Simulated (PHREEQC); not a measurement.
Solution (20 °C): 0.033 mol/kgw CsOH and 0.0011 mol/kgw (CH3)4NCl. Closed to the air; pH follows from the charge balance.

Equilibrium calculation in PHREEQC: ion-association model, wateq4f.dat.

Precipitation was switched off in this run.

Problem. Predict the pH.

Solution. pH 12.61.

(CH3)4N+ isn't in the database: it is added as a free cation with an ion size of 4 Å.
